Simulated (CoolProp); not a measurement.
Values from CoolProp's reference Helmholtz-energy equation of state, Lemmon 2013.

**Question.** For propylene, give the phase and the cp (kJ/(kg K)), Prandtl number at 301.85 °C and 0.144 MPa; 301.85 °C and 3.86 MPa.

**Answer.** 
- 301.85 °C and 0.144 MPa: gas; cp 2.50, Prandtl number 0.738
- 301.85 °C and 3.86 MPa: gas; cp 2.60, Prandtl number 0.754

Viscosity comes from a separate model (Huber 2003), an estimate that may be off by 10 % or more. Thermal conductivity comes from a separate model (Huber 2003), an estimate that may be off by 10 % or more.
